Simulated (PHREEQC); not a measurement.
Make-up at 25 °C: 0.27 mol H2SO4 and 0.054 mol CuSO4 per kg of water. Closed to the air; pH follows from the charge balance.

Equilibrium calculation in PHREEQC: ion-association model, phreeqc.dat.

Precipitation was switched off in this run.

Order these S species by the share of S that they hold, largest first: HSO4-, SO4-2, CuSO4.

HSO4- (82 %), SO4-2 (13 %), CuSO4 (5.2 %)

The pH is 0.67 and the ionic strength 0.430 mol/kgw.
